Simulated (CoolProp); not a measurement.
200 sccm (0 °C, 1 atm) of nitrogen bubbles through liquid hexamethyldisiloxane (MM) at 284.7 K and leaves saturated at a total pressure of 0.0594 MPa (ideal gas phase). Each further row changes one setting.

Computed with CoolProp (reference Helmholtz-energy equation of state, Thol 2016).

```tsv
case	vapour pressure (kPa)	mole fraction of vapour	delivery (mg/min)	delivery (sccm)	change of delivery for a bath 1 K warmer (%)
as stated	2.71	0.0456	69.2	9.55	6.1
bath temperature 289.7 K	3.58	0.0602	92.8	12.8	6.0
total pressure 0.119 MPa	2.71	0.0228	33.7	4.66	6.0
```
